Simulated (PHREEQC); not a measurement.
Dissolve 23 mmol/kgw CuCl2 at 25 °C. Closed to the air; pH follows from the charge balance.

All values are PHREEQC results (ion-association model, wateq4f.dat), not measurements.

```
Quantity                Result
--------------  --------------
pH                        4.57
ionic strength  0.0666 mol/kgw
```

| species | molality | activity | log γ |
|---|---|---|---|
| Cl- | 0.0448 | 0.0355 | -0.100 |
| Cu+2 | 0.0218 | 0.00975 | -0.349 |
| CuCl+ | 0.00117 | 0.000933 | -0.098 |
| H+ | 3.21e-5 | 2.71e-5 | -0.075 |
| CuCl2 | 1.75e-5 | 1.78e-5 | 0.007 |
| Cu2(OH)2+2 | 1.35e-5 | 5.67e-6 | -0.378 |
| CuOH+ | 4.51e-6 | 3.60e-6 | -0.098 |
| Cu(OH)2 | 2.74e-7 | 2.78e-7 | 0.007 |
| CuCl3- | 2.82e-9 | 2.25e-9 | -0.098 |

This is a speciation only: nothing precipitates in the calculation. Saturation is exceeded, for instance for Atacamite; the values hold only as long as no solid forms.
